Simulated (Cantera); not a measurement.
Input: 1 mol SiH4, 110 mol N2, held at 75.0 Torr.

These are equilibrium values from Cantera (NASA tables, ideal gas, pure condensed phases), not measurements of a reactor. Candidate condensed phases: Si, Si3N4; 18 gas species. N2 is the only nitrogen source here; it is nearly inert below about 1500 K, so the nitride shown seldom forms there in practice. Rates play no part. All values below are at 925 K.

Base state: N2 0.982, H2 0.0180 (mole fractions); condensed: Si3N4(s).

**Question.** What changes in the equilibrium state with this change: SiH4 replaced by Si2H6?

**Answer.** 
```tsv
species	before	after
N2	0.982	0.973
H2	0.0180	0.0269
Si3N4(s), mol	0.333	0.667
```
The feed counts by its element totals alone.

**Question.** What changes in the equilibrium state with this change: SiH4 replaced by Si3H8?

**Answer.** 
| species | before | after |
|---|---|---|
| N2 | 0.982 | 0.964 |
| H2 | 0.0180 | 0.0357 |
| Si3N4(s), mol | 0.333 | 1.00 |
The feed counts by its element totals alone.
